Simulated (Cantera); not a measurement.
Input: 1 mol Si, 0.19 mol Br2, 2 mol N2, at 1075 K and 760000 Pa.

Method: chemical equilibrium by Gibbs-energy minimisation in Cantera with the NASA 1993 tables (ideal gas, pure condensed phases). Candidate condensed phases: Br2, Si, Si3N4; 13 gas species. N2 is the only nitrogen source here; it is nearly inert below about 1500 K, so the nitride shown seldom forms there in practice. Equilibrium is a limit: real reactors are often held back by kinetics, nucleation or transport.

Base state: N2 0.936, SiBr4 0.0637 (mole fractions); condensed: Si3N4(s).

Task: What changes in the equilibrium state with this change: temperature from 1075 K to 1648 K?

Result: 
| species | before | after |
|---|---|---|
| N2 | 0.936 | 0.930 |
| SiBr4 | 0.0637 | 0.0545 |
| SiBr2 | 2.12e-7 | 0.00728 |
| SiBr3 | 9.69e-6 | 0.00577 |
| Br | 5.42e-6 | 0.00219 |
| Si3N4(s), mol | 0.302 | 0.299 |
The tables' values for SiBr3 are old estimates; treat these amounts as uncertain.
